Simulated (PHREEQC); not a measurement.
Solution A (0.0014 mol NH4Cl, 0.0004 mol NaF and 3.5e-05 mol KCl per kg of water) is mixed with solution B (0.00089 mol CaSO4, 5.8e-05 mol Na2SO4 and 6.9e-06 mol H4SiO4 per kg of water) at 25 °C; shares are by mass of water, 1 kg in all. Oxygen alone is held at its pressure in air (log pO2 = -0.68). CO2 from the air is kept out. The run lets Gypsum, Fluorite, SiO2(a), Halite, Sylvite precipitate or redissolve, and no other solid.

Model: ion-association model, phreeqc.dat, run in PHREEQC.

```tsv
share of solution B	pH	Ca+2 (mol/kgw)	CaSO4 (mol/kgw)
0	6.16	0	0
0.1	(withheld)	8.80e-5	9.77e-7
0.2	6.20	0.000174	3.78e-6
0.3	6.22	0.000259	8.23e-6
0.4	6.24	0.000342	1.42e-5
0.5	6.28	0.000423	2.16e-5
0.6	6.32	0.000504	3.02e-5
0.7	(withheld)	0.000583	4.01e-5
0.8	6.44	0.000661	5.11e-5
0.9	(withheld)	0.000738	6.32e-5
1	6.99	0.000814	7.63e-5
```

Complete the blanks.


- 0.1, pH: 6.18
- 0.7, pH: 6.37
- 0.9, pH: 6.57

SiF6-2 is the database's only silicon fluoride.
